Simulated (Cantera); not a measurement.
Gas mixture: C2H2 = 0.58 (molar parts), at 190000 Pa, frozen composition.

Cantera's kinetic-theory transport with the Lennard-Jones parameters of GRI-Mech 3.0, ideal gas; thermal conductivity in the multicomponent form.

D: mixture-averaged diffusion coefficient of that species in the mixture.

```tsv
T (K)	ρ (kg/m³)	cp (J/kg/K)	μ (µPa s)	λ (mW/m/K)	Pr	D (cm²/s) H	D (cm²/s) O	D (cm²/s) CH3
400	1.49	1931	13.6	35.6	0.737	0.829	0.228	0.161
500	1.19	2101	…	…	0.737	…	…	…
600	0.992	2232	…	…	0.737	…	…	…
700	0.850	2340	21.2	67.4	0.737	2.23	0.599	0.432
800	0.744	2436	23.4	77.4	0.736	2.81	0.752	0.543
900	0.661	2526	25.5	87.4	0.736	3.43	0.917	0.664
```

### Question
Some entries are withheld; supply them.

### Answer

- 500, μ (µPa s): 16.4
- 500, λ (mW/m/K): 46.6
- 500, D (cm²/s) H: 1.24
- 500, D (cm²/s) O: 0.337
- 500, D (cm²/s) CH3: 0.240
- 600, μ (µPa s): 18.9
- 600, λ (mW/m/K): 57.2
- 600, D (cm²/s) H: 1.71
- 600, D (cm²/s) O: 0.461
- 600, D (cm²/s) CH3: 0.330
